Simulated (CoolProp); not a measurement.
C2F6 (R116) along the isobar 3.79 bar: density (kg/m³) from the reference equation and from simpler models built on Tc = 293.0 K, pc = 30.48 bar, ω = 0.257; each cubic takes its own stable root.

Model: reference Helmholtz-energy equation of state, Lemmon 2006, in CoolProp. It is a short technical equation, of lower accuracy than the large ones.

```
T (K)   phase  reference  Redlich-Kwong  Soave-Redlich-Kwong
-----  ------  ---------  -------------  -------------------
185.9  liquid       1646           1524                 1576
204.3  liquid          …              …                 1493
222.7  liquid       1474          31.37                 1393
241.1     gas      28.55              …                28.50
259.5     gas      25.95          25.87                25.96
277.9     gas      23.87          23.86                23.89
296.3     gas      22.14          22.17                22.16
314.7     gas      20.67              …                20.69
333.1     gas          …              …                19.42
351.4     gas      18.31          18.36                18.31
369.8     gas      17.33          17.38                17.32
388.2     gas      16.45          16.51                16.45
406.6     gas      15.67          15.72                15.66
425       gas      14.96          15.01                14.95
```

Complete the blanks.


- 204.3, reference: 1564
- 204.3, Redlich-Kwong: 1434
- 241.1, Redlich-Kwong: 28.31
- 314.7, Redlich-Kwong: 20.72
- 333.1, reference: 19.41
- 333.1, Redlich-Kwong: 19.46

At some of these states Redlich-Kwong gives the other phase, because its saturation line lies elsewhere.
